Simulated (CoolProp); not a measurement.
R245fa along the isotherm 440 K: fugacity coefficient from the reference equation and from simpler models built on Tc = 427.0 K, pc = 3.651 MPa, ω = 0.378; each cubic takes its own stable root.

The numbers come from the reference Helmholtz-energy equation of state, Akasaka 2015 in CoolProp.

```json
[
 {"p (MPa)": "2.03", "phase": "gas", "reference": "0.8380"},
 {"p (MPa)": "4.06", "phase": "supercritical", "reference": "0.6737"},
 {"p (MPa)": "6.08", "phase": "supercritical", "reference": "0.5099"},
 {"p (MPa)": "8.11", "phase": "supercritical", "reference": "0.4178"},
 {"p (MPa)": "10.1", "phase": "supercritical", "reference": "0.3638"},
 {"p (MPa)": "12.2", "phase": "supercritical", "reference": "0.3269"},
 {"p (MPa)": "14.2", "phase": "supercritical", "reference": "0.3028"},
 {"p (MPa)": "16.2", "phase": "supercritical", "reference": "0.2857"},
 {"p (MPa)": "18.3", "phase": "supercritical", "reference": "0.2728"}
]
```

Q: How far does each simpler model (Soave-Redlich-Kwong, Peng-Robinson) lie from the reference over these 9 states: mean and median of the absolute difference, and the worst?

A: 
- Soave-Redlich-Kwong: mean 5.0 %, median 5.6 %, worst +9.5 % at 440 K and 18.3 MPa
- Peng-Robinson: mean 1.7 %, median 1.3 %, worst -3.6 % at 440 K and 4.06 MPa
